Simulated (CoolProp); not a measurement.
Computed with CoolProp (reference Helmholtz-energy equation of state, Lemmon 2006). It is a short technical equation, of lower accuracy than the large ones.

Question: Give the vapour pressure (bar), liquid cp (kJ/(kg K)), vapour Z, surface tension (mN/m) of saturated C3F8 (R218) at 198.6, 202.7, 239.2 K.

Answer: 
| T (K) | p (bar) | liquid cp (kJ/(kg K)) | vapour Z | surface tension (mN/m) |
|---|---|---|---|---|
| 198.6 | 0.124 | 0.899 | 0.987 | 15.1 |
| 202.7 | 0.163 | 0.906 | 0.985 | 14.6 |
| 239.2 | 1.15 | 0.982 | 0.942 | 10.2 |

Surface tension comes from a separate correlation (Mulero 2012).
